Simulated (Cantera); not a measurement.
Feed: 1 mol PbO, 0.29 mol H2, at 0.310 bar.

These are equilibrium values from Cantera (NASA tables, ideal gas, pure condensed phases), not measurements of a reactor. Candidate condensed phases: H2O, Pb, PbO, PbO2, Pb3O4; 12 gas species. Mutual solubility and eutectic melting of coexisting phases are not modelled. The numbers say what is thermodynamically allowed, not how fast it happens.

Problem. Which condensed phases are stable at each of these points (T (K)): 550, 625, 700, 775, 850, 925, 1000, 1075?

Solution. 
```
T (K)     condensed phases  Pb condensed (%)
-----  -------------------  ----------------
550       Pb(s) + PbO(red)             100.0
625       Pb(l) + PbO(red)             100.0
700       Pb(l) + PbO(red)             100.0
775    Pb(l) + PbO(yellow)             100.0
850    Pb(l) + PbO(yellow)             100.0
925    Pb(l) + PbO(yellow)             100.0
1000   Pb(l) + PbO(yellow)             100.0
1075   Pb(l) + PbO(yellow)             100.0
```

At 550 K the condensed part is Pb(s) + PbO(red). From 625 K to 700 K the condensed part is Pb(l) + PbO(red). From 775 K to 1075 K the condensed part is Pb(l) + PbO(yellow).
